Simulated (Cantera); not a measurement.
A perfectly stirred reactor is fed with 6.84 % C3H8, 22.8 % O2, 70.4 % N2, equivalence ratio 1.5, at 101000 Pa; it is adiabatic with a 525 K inlet, and is followed from long to short residence time, starting on the burning branch (τ in s: 0.11, 0.041, 0.015, 0.0057, 0.0021, 0.00078, 0.00029, 0.00011, 4e-05).

Model: GRI-Mech 3.0 (53 species, 325 reactions), integrated in Cantera. GRI-Mech 3.0 was tuned for natural gas; its chemistry of propane as a main component is partial and can be far from experiment.

One state of this run: T (K) = 2216; x C3H8 = 1.37e-5; x O2 = 0.00182; x CO = 0.121; x NO = 0.000383; x C2H = 2.01e-6; x H2O = 0.156; x CH2CO = 9.36e-6. x: mole fraction; the columns are a selection and need not sum to one.

### Question
Which value of τ (s) does it belong to?
A. 0.00078
B. 0.00029
C. 4.0e-5
D. 0.041

### Answer
A, 0.00078
